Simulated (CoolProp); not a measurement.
A simple Rankine cycle with dimethyl carbonate: condensing at 316.15 K, boiler at 0.222 MPa, turbine inlet 392.1 K, turbine efficiency 0.65, pump efficiency 0.8, no recuperator. Each further row changes one setting.

Model: reference Helmholtz-energy equation of state, Zhou 2011, in CoolProp.

```csv
case,thermal efficiency (%),net work (kJ/kg),heat in (kJ/kg),turbine exit temperature (K),volume ratio over the turbine
as stated,10.7,53.6,502,348.7,12.0
turbine inlet 412.1 K,10.7,56.7,532,368.5,12.0
condensing temperature 308.15 K,11.7,60.6,517,343.2,17.1
boiler pressure 0.155 MPa,9.3,47.0,504,355.2,8.42
turbine efficiency 0.55,9.0,45.3,502,355.0,12.3
```
